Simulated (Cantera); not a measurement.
Input (Python, Cantera):

```python
import numpy as np
import cantera as ct

gas = ct.Solution("gri30.yaml")
gas.TPX = 600, 100000, {'CH4': 1, 'H2': 0.27, 'O2': 1.42, 'N2': 5.35, 'H2O': 0.036}
inlet = ct.Reservoir(gas, clone=True)
gas.equilibrate("HP")  # start burning
reactor = ct.IdealGasConstPressureReactor(gas, energy="on", clone=False)
exhaust = ct.Reservoir(gas, clone=True)
tau = [0.07, 0.03, 0.013, 0.0054, 0.0023, 0.00097, 0.00041, 0.00018, 7.5e-05, 3.2e-05, 1.4e-05, 5.8e-06][0]
for a, b in ((inlet, reactor), (reactor, exhaust)):
    ct.MassFlowController(a, b, mdot=lambda t: reactor.mass / tau)
net = ct.ReactorNet([reactor])
show = ['CH4', 'H2', 'O2', 'C2H', 'N2O', 'H2O', 'CH3']

rows = []
print(f"{'tau/s':>10s}{'T/K':>9s}" + "".join(f"{s:>11s}" for s in show))
for tau in [0.07, 0.03, 0.013, 0.0054, 0.0023, 0.00097, 0.00041, 0.00018, 7.5e-05, 3.2e-05, 1.4e-05, 5.8e-06]:
    net.initial_time = 0.0
    net.advance(30 * tau)
    before = gas.X
    net.advance(40 * tau)
    drift = np.max(np.abs(gas.X - before) / (gas.X + 1e-9))
    rows.append([gas.T, *gas[show].X, drift])
    print(f"{tau:10.3e}{gas.T:9.1f}" + "".join(f"{x:11.3e}" for x in gas[show].X))
```

Output:

```
     tau/s      T/K        CH4         H2         O2        C2H        N2O        H2O        CH3
 7.000e-02   2124.1  1.096e-04  8.344e-02  8.296e-05  4.146e-09  1.447e-08  1.811e-01  4.430e-05
 3.000e-02   2120.4  1.707e-04  8.313e-02  1.586e-04  1.238e-08  2.441e-08  1.809e-01  7.916e-05
 1.300e-02   2115.4  2.603e-04  8.267e-02  3.012e-04  3.441e-08  3.992e-08  1.808e-01  1.375e-04
 5.400e-03   2108.3  4.118e-04  8.191e-02  5.973e-04  9.624e-08  6.250e-08  1.806e-01  2.439e-04
 2.300e-03   2098.2  6.692e-04  8.076e-02  1.186e-03  2.474e-07  8.301e-08  1.805e-01  4.279e-04
 9.700e-04   2081.2  1.151e-03  7.899e-02  2.448e-03  5.751e-07  8.202e-08  1.804e-01  7.588e-04
 4.100e-04   2047.6  2.151e-03  7.652e-02  5.348e-03  1.096e-06  5.184e-08  1.795e-01  1.356e-03
 1.800e-04   1946.4  5.916e-03  7.281e-02  1.554e-02  1.321e-06  1.768e-08  1.735e-01  2.674e-03
 7.500e-05    600.0  1.238e-01  3.343e-02  1.758e-01  8.914e-41  5.334e-22  4.458e-03  8.488e-18
 3.200e-05    600.0  1.238e-01  3.343e-02  1.758e-01  2.386e-45  2.405e-25  4.458e-03  3.183e-18
 1.400e-05    600.0  1.238e-01  3.343e-02  1.758e-01  5.300e-46  1.337e-26  4.458e-03  1.494e-18
 5.800e-06    600.0  1.238e-01  3.343e-02  1.758e-01  2.611e-47  8.457e-28  4.458e-03  6.358e-19
```

Detailed kinetics in Cantera: GRI-Mech 3.0 (53 species, 325 reactions).
